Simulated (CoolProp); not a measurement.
c-C4F8 (RC318) along the isobar 2.03 MPa: fugacity coefficient from the reference equation and from simpler models built on Tc = 388.4 K, pc = 2.778 MPa, ω = 0.355; each cubic takes its own stable root.

The numbers come from the reference Helmholtz-energy equation of state, Platzer 1990 in CoolProp. This equation is an older, rougher fit; its heat capacities, sound speeds and derivatives of the liquid may be far off and weren't checked against measurements.

```tsv
T (K)	phase	reference
241.8	liquid	0.01685
261.7	liquid	0.04258
281.5	liquid	0.09048
301.4	liquid	0.1686
321.2	liquid	0.2812
341.1	liquid	0.4297
361	liquid	0.6079
380.8	gas	0.7436
400.7	gas	0.7887
420.6	gas	0.8234
440.4	gas	0.8511
460.3	gas	0.8740
480.1	gas	0.8930
500	gas	0.9092
```

Question: How far does each simpler model (van der Waals, Redlich-Kwong, Soave-Redlich-Kwong, Peng-Robinson) lie from the reference over these 14 states: mean and median of the absolute difference, and the worst?

Answer: 
- van der Waals: mean 129.7 %, median 12.5 %, worst +827.6 % at 241.8 K and 2.03 MPa
- Redlich-Kwong: mean 34.2 %, median 5.7 %, worst +164.8 % at 241.8 K and 2.03 MPa
- Soave-Redlich-Kwong: mean 0.6 %, median 0.6 %, worst +1.1 % at 341.1 K and 2.03 MPa
- Peng-Robinson: mean 1.9 %, median 1.9 %, worst -3.1 % at 380.8 K and 2.03 MPa

At some of these states van der Waals gives the other phase, because its saturation line lies elsewhere.
